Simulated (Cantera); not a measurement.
# Adiabatic ignition

An adiabatic, constant-pressure homogeneous reactor starts with 3.87 % C3H8, 20.2 % O2, 75.9 % N2, equivalence ratio 0.96, at 1650 K and 0.200 bar.

Model: GRI-Mech 3.0 (53 species, 325 reactions), integrated in Cantera. GRI-Mech 3.0 was tuned for natural gas; its chemistry of propane as a main component is partial and can be far from experiment.

```json
[
 {"t (s)": "1.00e-6", "T (K)": "1648", "x C3H8": "0.0385", "x O2": "0.202", "x HO2": "7.35e-6", "x OH": "1.83e-6", "x O": "1.15e-6"},
 {"t (s)": "2.49e-6", "T (K)": "1645", "x C3H8": "0.0381", "x O2": "0.202", "x HO2": "3.81e-5", "x OH": "1.41e-5", "x O": "5.81e-6"},
 {"t (s)": "6.22e-6", "T (K)": "1637", "x C3H8": "0.0369", "x O2": "0.201", "x HO2": "0.000146", "x OH": "5.56e-5", "x O": "1.29e-5"},
 {"t (s)": "1.55e-5", "T (K)": "1622", "x C3H8": "0.0332", "x O2": "0.199", "x HO2": "0.000246", "x OH": "0.000148", "x O": "2.17e-5"},
 {"t (s)": "3.87e-5", "T (K)": "1617", "x C3H8": "0.0220", "x O2": "0.191", "x HO2": "0.000306", "x OH": "0.000314", "x O": "5.44e-5"},
 {"t (s)": "9.65e-5", "T (K)": "2217", "x C3H8": "8.53e-9", "x O2": "0.0904", "x HO2": "0.000130", "x OH": "0.00756", "x O": "0.00341"},
 {"t (s)": "0.000241", "T (K)": "2428", "x C3H8": "<1e-12", "x O2": "0.0382", "x HO2": "1.78e-6", "x OH": "0.0235", "x O": "0.0215"},
 {"t (s)": "0.000601", "T (K)": "2472", "x C3H8": "<1e-12", "x O2": "0.0375", "x HO2": "1.95e-6", "x OH": "0.0237", "x O": "0.0201"},
 {"t (s)": "0.00150", "T (K)": "2553", "x C3H8": "<1e-12", "x O2": "0.0360", "x HO2": "2.44e-6", "x OH": "0.0239", "x O": "0.0174"},
 {"t (s)": "0.00374", "T (K)": "2645", "x C3H8": "<1e-12", "x O2": "0.0336", "x HO2": "3.32e-6", "x OH": "0.0235", "x O": "0.0143"},
 {"t (s)": "0.00932", "T (K)": "2671", "x C3H8": "<1e-12", "x O2": "0.0314", "x HO2": "3.54e-6", "x OH": "0.0228", "x O": "0.0128"},
 {"t (s)": "0.0233", "T (K)": "2669", "x C3H8": "<1e-12", "x O2": "0.0303", "x HO2": "3.45e-6", "x OH": "0.0224", "x O": "0.0124"},
 {"t (s)": "0.0580", "T (K)": "2669", "x C3H8": "<1e-12", "x O2": "0.0302", "x HO2": "3.44e-6", "x OH": "0.0224", "x O": "0.0124"},
 {"t (s)": "0.145", "T (K)": "2669", "x C3H8": "<1e-12", "x O2": "0.0302", "x HO2": "3.44e-6", "x OH": "0.0224", "x O": "0.0124"},
 {"t (s)": "0.361", "T (K)": "2669", "x C3H8": "<1e-12", "x O2": "0.0302", "x HO2": "3.44e-6", "x OH": "0.0224", "x O": "0.0124"},
 {"t (s)": "0.900", "T (K)": "2669", "x C3H8": "<1e-12", "x O2": "0.0302", "x HO2": "3.44e-6", "x OH": "0.0224", "x O": "0.0124"}
]
```
x: mole fraction; the columns are a selection and need not sum to one.

| Item | Value |
|---|---|
| time of steepest temperature rise | 96.5 µs |
| temperature at 0.900 s | 2669 K |
| equilibrium temperature | 2669 K |
| x(C3H8) at 0.900 s | <1e-12 (gas-phase equilibrium <1e-12) |
| x(O2) at 0.900 s | 0.0302 (gas-phase equilibrium 0.0302) |
| x(HO2) at 0.900 s | 3.44e-6 (gas-phase equilibrium 3.44e-6) |
